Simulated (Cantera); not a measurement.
Input (Python, Cantera):

```python
import numpy as np
import cantera as ct

gas = ct.Solution("gri30.yaml")


def delay(T, t_max=10):
    gas.TPX = T, 2500000, {'C3H8': 1, 'O2': 7.94, 'N2': 23.8, 'CO2': 5.1}
    reactor = ct.IdealGasReactor(gas, clone=False)
    net = ct.ReactorNet([reactor])
    net.rtol, net.atol = 1e-8, 1e-16
    while net.time < t_max:
        t_old, T_old = net.time, reactor.T
        net.step()
        if reactor.T > T + 400:  # ignition: a rise of 400 K
            return t_old + (T + 400 - T_old) / (reactor.T - T_old) * (net.time - t_old)
    return np.nan


taus = []
for T in [1050, 1125, 1200, 1275, 1350, 1425, 1500, 1575]:
    taus.append(delay(T))
    print(f"T0 = {T:6g} K   tau = {taus[-1]:.4e} s")
```

It prints:

```
T0 =   1050 K   tau = 9.3330e-03 s
T0 =   1125 K   tau = 2.4824e-03 s
T0 =   1200 K   tau = 7.1186e-04 s
T0 =   1275 K   tau = 2.1765e-04 s
T0 =   1350 K   tau = 7.2236e-05 s
T0 =   1425 K   tau = 2.6717e-05 s
T0 =   1500 K   tau = 1.1187e-05 s
T0 =   1575 K   tau = 5.3035e-06 s
```

Cantera simulation using GRI-Mech 3.0 (53 species, 325 reactions); the numbers are that mechanism's predictions, not measurements. GRI-Mech 3.0 was tuned for natural gas; its chemistry of propane as a main component is partial and can be far from experiment. The pressure lies above the range GRI-Mech 3.0 was tuned for (to about 10 atm).
